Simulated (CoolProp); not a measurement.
Properties of dodecamethylcyclohexasiloxane (D6) along the isotherm 346.85 °C.

Computed with CoolProp (reference Helmholtz-energy equation of state, Colonna 2008). It is a short technical equation, of lower accuracy than the large ones.

| p (MPa) | phase | density (kg/m³) | cp (kJ/(kg K)) | cv (kJ/(kg K)) | expansivity (1/kK) |
|---|---|---|---|---|---|
| 0.437 | gas | 50.01 | 2.015 | 1.949 | 4.130 |
| 0.874 | liquid | 512.6 | 2.383 | 1.978 | 6.638 |
| 1.31 | liquid | ___ | 2.299 | 1.978 | 4.857 |
| 1.75 | liquid | 554.0 | 2.257 | 1.978 | 3.982 |
| 2.19 | liquid | 568.0 | 2.231 | 1.978 | ___ |
| 2.62 | liquid | 579.6 | 2.213 | 1.978 | 3.075 |
| 3.06 | liquid | ___ | 2.199 | 1.979 | 2.795 |
| 3.5 | liquid | 599.0 | 2.188 | 1.979 | 2.577 |
| 3.93 | liquid | 607.1 | 2.180 | 1.980 | 2.405 |
| 4.37 | liquid | 614.7 | 2.173 | 1.980 | 2.260 |
| 4.81 | liquid | 621.6 | 2.166 | 1.980 | 2.137 |

Problem. Some entries are withheld; supply them.

Solution. 
- 1.31, density (kg/m³): 536.5
- 2.19, expansivity (1/kK): 3.442
- 3.06, density (kg/m³): 589.9
